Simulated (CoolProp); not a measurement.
R404A at 293.15 K and 1.8 MPa flows at 0.15 m/s in a round tube of 100 mm bore and 0.25 µm roughness, fully developed (64/Re and Nu = 3.66 if laminar; Colebrook and Gnielinski if turbulent). Each further row changes one setting.

Model: reference Helmholtz-energy equation of state, Lemmon 2003, in CoolProp. It is a pseudo-pure fit of the blend.

```
case              Reynolds number  Darcy friction factor  pressure drop (Pa/m)  heat-transfer coefficient (W/(m² K))  mass flow (kg/h)
----------------  ---------------  ---------------------  --------------------  ------------------------------------  ----------------
as stated                  117000                 0.0174                  2.11                            (withheld)              4560
velocity 0.3 m/s           234000                 0.0152            (withheld)                            (withheld)              9110
diameter 200 mm            234000                 0.0152            (withheld)                            (withheld)             18200
```

### Question
Complete the blanks.

### Answer

- as stated, heat-transfer coefficient (W/(m² K)): 320
- velocity 0.3 m/s, pressure drop (Pa/m): 7.34
- velocity 0.3 m/s, heat-transfer coefficient (W/(m² K)): 575
- diameter 200 mm, pressure drop (Pa/m): 0.917
- diameter 200 mm, heat-transfer coefficient (W/(m² K)): 287

Viscosity comes from a separate model (Geller 2000). Thermal conductivity comes from a separate model (Geller 2001).
